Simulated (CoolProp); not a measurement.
Vapour pressure (kPa) of carbon monoxide: the reference equation beside estimates from Tc = 132.9 K, pc = 3498 kPa, ω = 0.050. Clausius-Clapeyron is anchored at 98.3 K with a constant enthalpy of vaporisation of 5.255 kJ/mol.

Values from CoolProp's reference Helmholtz-energy equation of state, Lemmon 2006. It is a short technical equation, of lower accuracy than the large ones.

```csv
T (K),reference,Clausius-Clapeyron,Peng-Robinson
87.8,193.7,(withheld),195.3
89.9,236.3,262.7,237.9
92,285.6,308.4,287.0
94.1,342.0,359.5,343.3
96.2,(withheld),416.3,407.4
98.3,479.0,479.0,480.0
100.5,564.8,551.4,565.8
102.6,(withheld),627.1,(withheld)
104.7,758.7,709.5,759.9
106.8,871.8,799.0,(withheld)
108.9,996.4,895.5,(withheld)
111,1133,999.5,1136
113.2,1291,1116,1295
115.3,1455,1236,1460
```

Task: What belongs in the gaps?

Result: 
- 87.8, Clausius-Clapeyron: 222.0
- 96.2, reference: 406.3
- 102.6, reference: 656.6
- 102.6, Peng-Robinson: 657.6
- 106.8, Peng-Robinson: 873.4
- 108.9, Peng-Robinson: 998.6

Absolute difference from the reference over all 14 rows, mean and median: Clausius-Clapeyron 8.1 and 8.2 %, Peng-Robinson 0.3 and 0.3 %.
